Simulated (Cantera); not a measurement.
**Dilute partial oxidation**

An isothermal, constant-pressure homogeneous reactor starts with CH3OH : O2 : N2 = 0.028 : 0.0052 : 1 (molar parts), at 1175 K and 12800 Torr.

Detailed kinetics in Cantera: GRI-Mech 3.0 (53 species, 325 reactions). GRI-Mech 3.0 was tuned for natural gas; its chemistry of methanol as a main component is partial and can be far from experiment. The pressure lies above the range GRI-Mech 3.0 was tuned for (to about 10 atm).

```json
[
 {"t (s)": "0.000100", "x CH3OH": "0.0271", "x O2": "0.00503", "x C2H6": "1.81e-11", "x N2O": "3.01e-12", "x H2O": "3.31e-7", "x CO": "5.30e-8"},
 {"t (s)": "0.000376", "x CH3OH": "0.0271", "x O2": "0.00503", "x C2H6": "7.03e-11", "x N2O": "4.26e-11", "x H2O": "1.56e-6", "x CO": "2.07e-7"},
 {"t (s)": "0.00141", "x CH3OH": "0.0270", "x O2": "0.00501", "x C2H6": "2.12e-10", "x N2O": "6.02e-10", "x H2O": "2.61e-5", "x CO": "1.88e-6"},
 {"t (s)": "0.00532", "x CH3OH": "0.00154", "x O2": "8.36e-9", "x C2H6": "4.07e-6", "x N2O": "8.14e-9", "x H2O": "0.00981", "x CO": "0.0222"},
 {"t (s)": "0.0200", "x CH3OH": "0.000255", "x O2": "5.01e-10", "x C2H6": "2.33e-6", "x N2O": "7.66e-9", "x H2O": "0.00977", "x CO": "0.0248"},
 {"t (s)": "0.0752", "x CH3OH": "6.55e-6", "x O2": "1.75e-10", "x C2H6": "1.16e-6", "x N2O": "6.54e-9", "x H2O": "0.00976", "x CO": "0.0254"},
 {"t (s)": "0.283", "x CH3OH": "1.63e-8", "x O2": "7.06e-11", "x C2H6": "8.21e-7", "x N2O": "4.17e-9", "x H2O": "0.00975", "x CO": "0.0254"},
 {"t (s)": "1.06", "x CH3OH": "6.94e-11", "x O2": "6.44e-12", "x C2H6": "7.10e-7", "x N2O": "8.70e-10", "x H2O": "0.00973", "x CO": "0.0253"},
 {"t (s)": "4.00", "x CH3OH": "6.68e-11", "x O2": "<1e-12", "x C2H6": "5.29e-7", "x N2O": "2.66e-12", "x H2O": "0.00965", "x CO": "0.0253"}
]
```
x: mole fraction; the columns are a selection and need not sum to one.

Equilibrium at this temperature and pressure: CH3OH 5.66e-11, O2 <1e-12, C2H6 4.55e-11, N2O <1e-12, H2O 0.00688, CO 0.0230 (gas phase only).
